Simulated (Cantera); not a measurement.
# Stirred combustor or abatement burner

A perfectly stirred reactor is fed with H2 : O2 : N2 = 1 : 1.16 : 4.37 (molar parts), equivalence ratio 0.43, at 1.18 atm; it is adiabatic with a 675 K inlet, and is followed from long to short residence time, starting on the burning branch (τ in s: 0.21, 0.097, 0.045, 0.02, 0.0094, 0.0043, 0.002, 0.00091, 0.00042, 0.00019, 8.7e-05, 4e-05, 1.8e-05).

Model: the H2/O2 subset of GRI-Mech 3.0, which has no nitrogen chemistry, integrated in Cantera.

| τ (s) | T (K) | x H2 | x O2 | x OH | x H2O2 | x HO2 | x H2O | x O |
|---|---|---|---|---|---|---|---|---|
| 0.21 | 1812 | 7.87e-5 | 0.109 | 0.00117 | 8.24e-8 | 1.38e-6 | 0.165 | 9.44e-5 |
| 0.097 | 1811 | 0.000123 | 0.109 | 0.00143 | 1.04e-7 | 1.76e-6 | 0.165 | 0.000143 |
| 0.045 | 1808 | 0.000199 | 0.109 | 0.00179 | 1.38e-7 | 2.47e-6 | 0.165 | 0.000229 |
| 0.020 | 1803 | 0.000336 | 0.109 | 0.00231 | 1.89e-7 | 3.78e-6 | 0.164 | 0.000386 |
| 0.0094 | 1797 | 0.000551 | 0.109 | 0.00293 | 2.56e-7 | 5.77e-6 | 0.164 | 0.000635 |
| 0.0043 | 1787 | 0.000916 | 0.108 | 0.00371 | 3.50e-7 | 9.00e-6 | 0.163 | 0.00106 |
| 0.0020 | 1772 | 0.00150 | 0.108 | 0.00462 | 4.76e-7 | 1.37e-5 | 0.161 | 0.00173 |
| 0.00091 | 1748 | 0.00244 | 0.108 | 0.00566 | 6.60e-7 | 2.07e-5 | 0.159 | 0.00279 |
| 0.00042 | 1712 | 0.00388 | 0.107 | 0.00665 | 9.36e-7 | 2.97e-5 | 0.156 | 0.00432 |
| 0.00019 | 1658 | 0.00613 | 0.107 | 0.00744 | 1.42e-6 | 4.12e-5 | 0.152 | 0.00638 |
| 8.7e-5 | 1583 | 0.00961 | 0.108 | 0.00771 | 2.31e-6 | 5.46e-5 | 0.145 | 0.00858 |
| 4.0e-5 | 1481 | 0.0160 | 0.111 | 0.00724 | 4.16e-6 | 7.11e-5 | 0.135 | 0.00998 |
| 1.8e-5 | 1322 | 0.0356 | 0.122 | 0.00542 | 8.39e-6 | 9.93e-5 | 0.113 | 0.00808 |
x: mole fraction; the columns are a selection and need not sum to one.
